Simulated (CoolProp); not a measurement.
Vinyl chloride along the isobar 7.3 bar: density (kg/m³) from the reference equation and from simpler models built on Tc = 151.9 °C, pc = 56.00 bar, ω = 0.160; each cubic takes its own stable root.

Model: reference Helmholtz-energy equation of state, Thol 2022, in CoolProp.

```csv
T (°C),phase,reference,ideal gas,van der Waals,Redlich-Kwong,Soave-Redlich-Kwong
90.95,gas,16.28,15.07,16.02,16.25,16.30
99.15,gas,15.82,14.74,15.61,15.82,15.85
107.35,gas,15.40,14.42,___,15.40,15.43
115.65,gas,15.00,14.11,14.86,___,15.03
123.85,gas,14.63,13.82,14.51,14.64,14.66
132.15,gas,14.27,13.54,14.18,14.29,14.30
140.35,gas,13.94,13.27,13.86,13.96,13.97
148.65,gas,13.62,13.01,___,13.65,13.65
156.85,gas,___,12.76,13.28,13.35,13.35
```

Task: Some entries are withheld; supply them.

Result: 
- 107.35, van der Waals: 15.23
- 115.65, Redlich-Kwong: 15.01
- 148.65, van der Waals: 13.56
- 156.85, reference: 13.32
